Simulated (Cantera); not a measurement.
A Cantera script and what it prints.

```python
import numpy as np
import cantera as ct

gas_names = """
    H2 Mg HI
""".split()
cond_names = """
    MgI2(s) MgI2(L)
""".split()


# ... load() reads the species with a 1 bar reference pressure and builds the phases ...
species = {s.name: s for s in load("nasa_gas.yaml", gas_names) + load("nasa_condensed.yaml", cond_names)}
# Each term lists the table entries of one substance; the one whose range holds T is used.
reactions = {
    'H2(g) + MgI2 = Mg(g) + 2 HI(g)':
        [(-1, ['H2']), (-1, ['MgI2(s)', 'MgI2(L)']), (1, ['Mg']), (2, ['HI'])],
}


def pick(names, T):
    return next(species[n] for n in names if species[n].thermo.min_temp <= T <= species[n].thermo.max_temp)


results = []
for label, terms in reactions.items():
    print(label)
    print("     T/K   dH/kJ  dS/(J/K)   dG/kJ   log10 K")
    for T in [550, 650, 750, 850, 950]:
        used = [(nu, pick(names, T)) for nu, names in terms]
        dH = sum(nu * s.thermo.h(T) for nu, s in used) / 1e6
        dS = sum(nu * s.thermo.s(T) for nu, s in used) / 1e3
        dG = dH - T * dS / 1e3
        logK = -dG * 1e6 / (ct.gas_constant * T * np.log(10))
        results.append((label, T, dH, dS, dG, logK, [s.name for _, s in used]))
        print(f"{T:8g} {dH:8.1f} {dS:8.1f} {dG:8.1f} {logK:8.2f}")
```

It prints:

```
H2(g) + MgI2 = Mg(g) + 2 HI(g)
     T/K   dH/kJ  dS/(J/K)   dG/kJ   log10 K
     550    559.6    284.3    403.3   -38.30
     650    556.6    279.1    375.1   -30.14
     750    553.4    274.7    347.4   -24.20
     850    550.3    270.7    320.2   -19.67
     950    517.3    234.3    294.7   -16.20
```

Standard-state values (1 bar) from the NASA 1993 polynomials, evaluated with Cantera. Condensed species are held in their standard states even where they would react or evaporate.
